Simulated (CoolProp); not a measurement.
Toluene along the isotherm 566.4 K: fugacity coefficient from the reference equation and from simpler models built on Tc = 591.7 K, pc = 4.126 MPa, ω = 0.266; each cubic takes its own stable root.

Values from CoolProp's reference Helmholtz-energy equation of state, Lemmon 2006. It is a short technical equation, of lower accuracy than the large ones.

| p (MPa) | phase | reference | van der Waals | Redlich-Kwong | Soave-Redlich-Kwong | Peng-Robinson |
|---|---|---|---|---|---|---|
| 1.47 | gas | 0.8520 | 0.8831 | 0.8650 | 0.8623 | 0.8502 |
| 4.42 | liquid | 0.5000 | 0.5958 | 0.5432 | 0.5252 | 0.5058 |
| 5.89 | liquid | 0.3958 | 0.4862 | 0.4353 | 0.4202 | 0.4018 |
| 7.37 | liquid | 0.3332 | 0.4207 | 0.3703 | 0.3570 | 0.3392 |
| 8.84 | liquid | 0.2921 | 0.3785 | 0.3277 | 0.3156 | 0.2980 |
| 10.3 | liquid | 0.2634 | 0.3496 | 0.2979 | 0.2866 | 0.2690 |
| 11.8 | liquid | 0.2416 | 0.3284 | 0.2754 | 0.2648 | 0.2470 |
| 13.3 | liquid | 0.2252 | 0.3132 | 0.2584 | 0.2483 | 0.2303 |
| 14.7 | liquid | 0.2132 | 0.3028 | 0.2462 | 0.2364 | 0.2181 |
| 16.2 | liquid | 0.2029 | 0.2946 | 0.2358 | 0.2263 | 0.2076 |
| 17.7 | liquid | 0.1948 | 0.2889 | 0.2276 | 0.2184 | 0.1992 |
| 19.2 | liquid | 0.1882 | 0.2852 | 0.2212 | 0.2121 | 0.1924 |
| 20.6 | liquid | 0.1832 | 0.2830 | 0.2164 | 0.2074 | 0.1872 |
